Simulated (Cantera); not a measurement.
A closed system holds: 1 mol SiH₄, 0.81 mol NH₃, 8.5 mol N₂, equilibrated at 79.0 mbar.

Equilibrium computed with Cantera from the NASA thermochemical tables; the gas is ideal and each condensed phase is pure. Candidate condensed phases: Si, Si₃N₄; 18 gas species. Kinetics and transport are ignored.

### Question
At 1723 K, list the 3 most abundant gas species with their mole fractions, and the condensed phases.

### Answer
N₂ 0.719, H₂ 0.280, H 0.000344. Condensed: Si₃N₄(s).
